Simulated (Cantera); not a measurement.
What does this Cantera script print?

```python
import numpy as np
import cantera as ct

gas_names = """
    CL CL2 H HCL H2 Si SiCL SiCL2 SiCL3 SiCL4 SiH SiHCL3 SiH2 SiH2CL2 SiH3 SiH3CL SiH4 Si2 Si3
""".split()
cond_names = """
    Si(cr) Si(L)
""".split()


def load(file, names, dense=False):
    # The tables refer to 1 bar. Condensed volumes are neglected.
    table = {s.name: s for s in ct.Species.list_from_file(file)}
    out = []
    for n in names:
        d = dict(table[n].input_data)
        d["thermo"] = dict(d["thermo"], **{"reference-pressure": 1e5})
        if dense:
            d["equation-of-state"] = {"model": "constant-volume", "density": "1e6 g/cm^3"}
        out.append(ct.Species.from_dict(d))
    return out


gas = ct.Solution(thermo="ideal-gas", species=load("nasa_gas.yaml", gas_names))
cond = {s.name: ct.Solution(thermo="fixed-stoichiometry", species=[s], name=s.name)
        for s in load("nasa_condensed.yaml", cond_names, dense=True)}
atoms = {
    'SiHCl3': {'Si': 1, 'H': 1, 'CL': 3},
    'HCl': {'H': 1, 'CL': 1},
    'H2': {'H': 2},
    'Cl2': {'CL': 2},
}
top_T = {}  # K; cautious upper limits of use, not melting points


def equilibrate(T, P, feed):
    n = {}
    for name, mol in feed.items():
        for a, k in atoms[name].items():
            n[a] = n.get(a, 0.0) + k * mol
    gas.TPX = T, P, n
    mass = sum(n.values()) * gas.mean_molecular_weight
    gas.equilibrate("TP")
    valid = [c for c in cond.values() if c.min_temp <= T <= top_T.get(c.name, c.max_temp)]
    mix = ct.Mixture([(gas, mass / gas.mean_molecular_weight)] + [(c, 0.0) for c in valid])
    mix.T, mix.P = T, P
    mix.equilibrate("TP", solver="vcs", rtol=1e-11, max_steps=5000)
    return mix


results = []
feed = {'SiHCl3': 1, 'HCl': 0.017, 'H2': 7.6, 'Cl2': 0.87}  # mol
T = 1425  # K
P = 41000  # Pa
mix = equilibrate(T, P, feed)
results.append((T, P, feed, dict(zip(mix.species_names, mix.species_moles))))
x = sorted(zip(gas.X, gas.species_names), reverse=True)
print(f"T = {T:g} K  P = {P:g} Pa  gas = {mix.phase_moles(0):.4g} mol")
print("   x: " + "  ".join(f"{s} {v:.3e}" for v, s in x if v > 0.001))
print("   condensed (mol): " + ("  ".join(f"{mix.phase(i).name} {mix.phase_moles(i):.4g}"
      for i in range(1, mix.n_phases) if mix.phase_moles(i) > 1e-12) or "none"))
```

Output:

```
T = 1425 K  P = 41000 Pa  gas = 9.899 mol
   x: H2 7.257e-01  HCL 1.733e-01  SiCL4 3.759e-02  SiCL2 3.279e-02  SiCL3 1.770e-02  SiHCL3 1.231e-02
   condensed (mol): none
```

Equilibrium computed with Cantera from the NASA thermochemical tables; the gas is ideal and each condensed phase is pure. The tables' values for SiCl3 are old estimates; treat these amounts as uncertain.
